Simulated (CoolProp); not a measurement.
Properties of n-octane at several states.

Computed with CoolProp (reference Helmholtz-energy equation of state, Beckmüller 2019).

| T (K) | p (kPa) | phase | density (kg/m³) | cv (kJ/(kg K)) | Joule-Thomson coefficient (K/MPa) | isothermal compressibility (1/MPa) | conductivity (mW/(m K)) |
|---|---|---|---|---|---|---|---|
| 485.5 | 13600 | liquid | ? | ? | -0.1553 | 0.004553 | ? |
| 237.2 | 2560 | liquid | ? | 1.610 | -0.4948 | ? | ? |
| 397.5 | 7960 | liquid | 626.4 | 2.161 | ? | 0.002548 | ? |

**Question.** Fill in the missing entries.

**Answer.** 
- 485.5, density (kg/m³): 563.0
- 485.5, cv (kJ/(kg K)): 2.497
- 485.5, conductivity (mW/(m K)): 89.6
- 237.2, density (kg/m³): 748.5
- 237.2, isothermal compressibility (1/MPa): 0.0008046
- 237.2, conductivity (mW/(m K)): 146
- 397.5, Joule-Thomson coefficient (K/MPa): -0.2870
- 397.5, conductivity (mW/(m K)): 102

Thermal conductivity comes from a separate model (Huber 2005).
